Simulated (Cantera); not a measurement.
An isothermal, constant-pressure homogeneous reactor starts with 43.5 % NH3, 56.5 % H2, at 1525 K and 100000 Pa.

Model: the gas-phase N/H chemistry of the illustrative SiF4/NH3 mechanism in the Surface Chemkin manual (1991), integrated in Cantera. Walls and surfaces, which speed up NH3 decomposition in real reactors, are not modelled.

Task: Predict: x(NH3) at 200 s; x(H2) at 200 s; x(N2H2) at 200 s; x(NH2) at 200 s; x(H) at 200 s.

Result: 
```json
{
 "x(NH3) at 200 s": "0.0994 (gas-phase equilibrium 1.73e-5)",
 "x(H2) at 200 s": "0.784 (gas-phase equilibrium 0.848)",
 "x(N2H2) at 200 s": "2.91e-9 (gas-phase equilibrium <1e-12)",
 "x(NH2) at 200 s": "5.71e-6 (gas-phase equilibrium 1.00e-9)",
 "x(H) at 200 s": "2.00e-5 (gas-phase equilibrium 2.19e-5)"
}
```
